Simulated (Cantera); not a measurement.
Transport properties of process gases

Gas mixture: N₂O = 0.082 (molar parts), at 0.987 atm, frozen composition.

Cantera's kinetic-theory transport with the Lennard-Jones parameters of GRI-Mech 3.0, ideal gas; thermal conductivity in the mixture-averaged form. The composition is frozen, though it would react at the higher temperatures.

```tsv
T (K)	ρ (kg/m³)	cp (J/kg/K)	μ (µPa s)	λ (mW/m/K)	Pr	D (cm²/s) NH₃	D (cm²/s) H	D (cm²/s) H₂O
400	1.32	970.3	19.5	25.5	0.741	0.286	1.68	0.296
650	0.814	1127	29.1	44.4	0.739	0.720	4.00	0.753
900	0.588	1227	37.1	61.5	0.740	1.30	7.01	1.37
1150	0.460	1285	44.1	77.1	0.736	2.01	10.6	2.12
1400	0.378	1327	50.5	91.4	0.733	2.83	14.8	2.99
1650	0.321	1359	56.4	105	0.732	3.74	19.5	3.97
```
D: mixture-averaged diffusion coefficient of that species in the mixture.
